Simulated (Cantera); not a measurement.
Cantera run:

```python
import numpy as np
import cantera as ct

gas_names = """
    Mg MgN MgO Mg2 N NO NO2 NO3 N2 N2O O O2 O3
""".split()
cond_names = """
    Mg(cr) Mg(L) MgO(s) MgO(L)
""".split()


def load(file, names, dense=False):
    # The tables refer to 1 bar. Condensed volumes are neglected.
    table = {s.name: s for s in ct.Species.list_from_file(file)}
    out = []
    for n in names:
        d = dict(table[n].input_data)
        d["thermo"] = dict(d["thermo"], **{"reference-pressure": 1e5})
        if dense:
            d["equation-of-state"] = {"model": "constant-volume", "density": "1e6 g/cm^3"}
        out.append(ct.Species.from_dict(d))
    return out


gas = ct.Solution(thermo="ideal-gas", species=load("nasa_gas.yaml", gas_names))
cond = {s.name: ct.Solution(thermo="fixed-stoichiometry", species=[s], name=s.name)
        for s in load("nasa_condensed.yaml", cond_names, dense=True)}
atoms = {
    'MgO': {'Mg': 1, 'O': 1},
    'O2': {'O': 2},
    'N2': {'N': 2},
}
top_T = {}  # K; cautious upper limits of use, not melting points


def equilibrate(T, P, feed):
    n = {}
    for name, mol in feed.items():
        for a, k in atoms[name].items():
            n[a] = n.get(a, 0.0) + k * mol
    gas.TPX = T, P, n
    mass = sum(n.values()) * gas.mean_molecular_weight
    gas.equilibrate("TP")
    valid = [c for c in cond.values() if c.min_temp <= T <= top_T.get(c.name, c.max_temp)]
    mix = ct.Mixture([(gas, mass / gas.mean_molecular_weight)] + [(c, 0.0) for c in valid])
    mix.T, mix.P = T, P
    mix.equilibrate("TP", solver="vcs", rtol=1e-11, max_steps=5000)
    return mix


results = []
feed = {'MgO': 1, 'O2': 0.18, 'N2': 48}  # mol
T = 1198.15  # K
P = 1333.22  # Pa
mix = equilibrate(T, P, feed)
results.append((T, P, feed, dict(zip(mix.species_names, mix.species_moles))))
x = sorted(zip(gas.X, gas.species_names), reverse=True)
print(f"T = {T:g} K  P = {P:g} Pa  gas = {mix.phase_moles(0):.4g} mol")
print("   x: " + "  ".join(f"{s} {v:.3e}" for v, s in x if v > 0.001))
print("   condensed (mol): " + ("  ".join(f"{mix.phase(i).name} {mix.phase_moles(i):.4g}"
      for i in range(1, mix.n_phases) if mix.phase_moles(i) > 1e-12) or "none"))
```

It prints:

```
T = 1198.15 K  P = 1333.22 Pa  gas = 48.18 mol
   x: N2 9.962e-01  O2 3.722e-03
   condensed (mol): MgO(s) 1
```

Equilibrium computed with Cantera from the NASA thermochemical tables; the gas is ideal and each condensed phase is pure.
